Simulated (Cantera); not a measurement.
Input (Python, Cantera) and output of one run.

```python
import numpy as np
import cantera as ct

gas_names = [...]  # 113 gases of nasa_gas.yaml made of C, H, O, Pb
cond_names = """
    C(gr) C6H6(L) C7H8(L) C8H18(L),n-octa H2O(s) H2O(L) Pb(cr) Pb(L) PbO(rd) PbO(yw) PbO(L) PbO2(s)
    Pb3O4(s)
""".split()


# ... load() reads the species with a 1 bar reference pressure and builds the phases ...
atoms = {
    'Pb': {'Pb': 1},
    'H2O': {'H': 2, 'O': 1},
    'CO': {'C': 1, 'O': 1},
}
top_T = {'C(gr)': 4500, 'Pb3O4(s)': 820}  # K; cautious upper limits of use, not melting points


# ... equilibrate(T, P, feed) seeds the gas with the atoms and calls Mixture.equilibrate('TP', solver="vcs", rtol=1e-11, max_steps=5000) ...
results = []
feed = {'Pb': 1, 'H2O': 0.31, 'CO': 6.5}  # mol
T = 1523.15  # K
for P in [10, 61, 370, 2200, 13000, 82000, 500000, 3000000]:
    mix = equilibrate(T, P, feed)
    results.append((T, P, feed, dict(zip(mix.species_names, mix.species_moles))))

top = {s: max(r[3][s] / sum(r[3][g] for g in gas_names) for r in results) for s in gas_names}
cols = sorted((s for s in top if top[s] > 1e-05), key=lambda s: -top[s])[:6]
seen = [c for c in cond_names if any(r[3].get(c, 0) > 1e-12 for r in results)]
print("log10 of partial pressures in bar; condensed amounts in mol")
print(f"{'P/Pa':>10s}" + "".join(f"{s[:9]:>10s}" for s in cols + seen))
for T, P, feed, n in results:
    ng = sum(n[g] for g in gas_names)
    print(f"{P:10.4g}" + "".join(f"{np.log10(max(n[s] / ng * P / 1e5, 1e-99)):10.3f}" for s in cols)
          + "".join(f"{n.get(c, 0):10.4g}" for c in seen))
```

Result:

```
log10 of partial pressures in bar; condensed amounts in mol
      P/Pa        CO        Pb       CO2        H2       H2O         H     Pb(L)
        10    -4.099    -4.893    -5.450    -5.453    -6.375    -7.362         0
        61    -3.313    -4.107    -4.665    -4.666    -5.589    -6.968         0
       370    -2.530    -3.324    -3.882    -3.883    -4.805    -6.577         0
      2200    -1.756    -2.550    -3.108    -3.108    -4.031    -6.189         0
   1.3e+04    -0.985    -1.779    -2.336    -2.336    -3.259    -5.804         0
   8.2e+04    -0.142    -1.514    -1.494    -1.494    -2.416    -5.382    0.7358
     5e+05     0.657    -1.514    -0.694    -0.695    -1.617    -4.983     0.958
     3e+06     1.438    -1.514     0.086     0.085    -0.837    -4.593     0.993
```

These are equilibrium values from Cantera (NASA tables, ideal gas, pure condensed phases), not measurements of a reactor.
